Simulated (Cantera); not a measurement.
Feed: 1 mol SiCl₄, 0.093 mol HCl, 20 mol H₂, at 1.33 mbar.

These are equilibrium values from Cantera (NASA tables, ideal gas, pure condensed phases), not measurements of a reactor. Candidate condensed phases: Si; 19 gas species. Gases not in the tables: Si₂H₆ and higher silanes. Equilibrium is a limit: real reactors are often held back by kinetics, nucleation or transport.

**Question.** Which condensed phases are stable at each of these points (T (K)): 1223, 1273, 1323, 1373, 1423, 1473, 1523, 1573, 1623, 1673, 1723, 1773?

**Answer.** 
```
T (K)  condensed phases  Si condensed (%)
-----  ----------------  ----------------
1223              Si(s)              19.2
1273              Si(s)              17.3
1323              Si(s)              15.5
1373              Si(s)              13.9
1423              Si(s)              12.3
1473              Si(s)              10.9
1523              Si(s)               9.5
1573              Si(s)               8.2
1623              Si(s)               6.9
1673              Si(s)               5.3
1723              Si(l)               5.5
1773              Si(l)               5.7
```

From 1223 K to 1673 K the condensed part is Si(s). From 1723 K to 1773 K the condensed part is Si(l).
